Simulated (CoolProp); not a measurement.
p-xylene at 353.07 K and 5.85 MPa flows at 0.11 m/s in a round tube of 20 mm bore and 1.5 µm roughness, fully developed (64/Re and Nu = 3.66 if laminar; Colebrook and Gnielinski if turbulent). Each further row changes one setting.

Computed with CoolProp (reference Helmholtz-energy equation of state, Zhou 2012).

| case | Reynolds number | Darcy friction factor | pressure drop (Pa/m) | heat-transfer coefficient (W/(m² K)) | mass flow (kg/h) |
|---|---|---|---|---|---|
| as stated | 4940 | (withheld) | (withheld) | 212 | 101 |
| velocity 0.22 m/s | 9880 | (withheld) | (withheld) | (withheld) | 203 |
| diameter 40 mm | 9880 | (withheld) | 3.82 | (withheld) | 405 |

**Question.** Complete the blanks.

**Answer.** 
- as stated, Darcy friction factor: 0.0376
- as stated, pressure drop (Pa/m): 9.26
- velocity 0.22 m/s, Darcy friction factor: 0.0311
- velocity 0.22 m/s, pressure drop (Pa/m): 30.6
- velocity 0.22 m/s, heat-transfer coefficient (W/(m² K)): 421
- diameter 40 mm, Darcy friction factor: 0.0310
- diameter 40 mm, heat-transfer coefficient (W/(m² K)): 210

Viscosity comes from a separate model (Balogun 2015). Thermal conductivity comes from a separate model (Mylona 2014).
